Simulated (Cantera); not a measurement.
An adiabatic, constant-pressure homogeneous reactor starts with CO : H2 : CH4 : O2 : N2 : H2O = 1 : 0.063 : 0.08 : 0.532 : 2 : 0.54 (molar parts), at 1773 K and 165 Torr. Integrator tolerance rtol = 1e-08.

Computed with Cantera and GRI-Mech 3.0 (53 species, 325 reactions).

**Question.** What does this change do: constant volume in place of constant pressure?

**Answer.** 
| quantity | before | after |
|---|---|---|
| time of steepest temperature rise | 0.154 ms | 0.152 ms |
| temperature at 0.700 s | 2627 K | 2704 K |
| equilibrium temperature | 2627 K | 2704 K |
| x(CO) at 0.700 s | 0.129 (gas-phase equilibrium 0.129) | 0.135 (gas-phase equilibrium 0.135) |
| x(H2) at 0.700 s | 0.0214 (gas-phase equilibrium 0.0214) | 0.0225 (gas-phase equilibrium 0.0225) |
| x(CH4) at 0.700 s | <1e-12 (gas-phase equilibrium <1e-12) | <1e-12 (gas-phase equilibrium <1e-12) |
| x(HO2) at 0.700 s | 3.34e-6 (gas-phase equilibrium 3.34e-6) | 4.61e-6 (gas-phase equilibrium 4.61e-6) |
| x(HCN) at 0.700 s | 8.65e-10 (gas-phase equilibrium 8.65e-10) | 1.49e-9 (gas-phase equilibrium 1.49e-9) |
